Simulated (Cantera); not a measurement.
Input: 1 mol SiH4, 18 mol CO2, 0.26 mol H2, at 0.0340 bar.

Method: chemical equilibrium by Gibbs-energy minimisation in Cantera with the NASA 1993 tables (ideal gas, pure condensed phases). Candidate condensed phases: C, C6H6, C7H8, C8H18, H2O, Si, SiC, SiO2; 123 gas species. Kinetics and transport are ignored.

At 850 °C, list the 4 most abundant gas species with their mole fractions, and the condensed phases.

CO2 0.700, CO 0.188, H2O 0.0895, H2 0.0220. Condensed: SiO2(β-quartz).
